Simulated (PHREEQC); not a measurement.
0.058 g of hydrous ferric oxide (600 m²/g; 0.2 weak and 0.005 strong sites per Fe, Dzombak-Morel constants, diffuse double layer) in 1 kg of water with 0.1 mol/kgw of an inert sodium salt and 0.00039 mol/kgw H3BO3, at 25 °C; the pH is set by adding NaOH or the inert anion's acid. Oxygen is held at 0.21 atm. The system is closed to CO2. Nothing may precipitate in this run.

The numbers come from PHREEQC with the ion-association model, wateq4f.dat.

Q: Predict surface charge σ (C/m²), surface potential ψ (mV) at pH = 4.5, 5.5, 10.5, 12.

A: 
```
pH    surface charge σ (C/m²)  surface potential ψ (mV)
----  -----------------------  ------------------------
4.5                     0.272                       138
5.5                     0.159                       111
10.5                   -0.137                      -103
12                     -0.307                      -141
```
